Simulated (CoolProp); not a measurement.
Vapour-liquid equilibrium of acetone (1) + benzene (2) at 17 bar; x and y are mole fractions of (1).

The numbers come from the multi-fluid Helmholtz-energy mixture model, Lemmon 2006 and Thol 2012; pair parameters Bell 2016 in CoolProp.

```tsv
x	bubble temperature (°C)	y at the bubble point	dew temperature at overall composition x (°C)	liquid density (mol/L)
0.05	207.0	0.086	208.6	8.286
0.2	198.0	0.299	202.2	8.548
0.35	190.9	0.467	195.8	8.797
0.5	185.1	0.608	189.5	9.048
0.65	180.3	0.734	183.5	9.309
0.8	176.1	0.851	177.9	9.588
0.95	172.4	0.963	172.8	9.890
```

No azeotrope shows between x = 0.05 and 0.95.

The pair parameters rest on a limited set of measurements; away from them the model extrapolates.
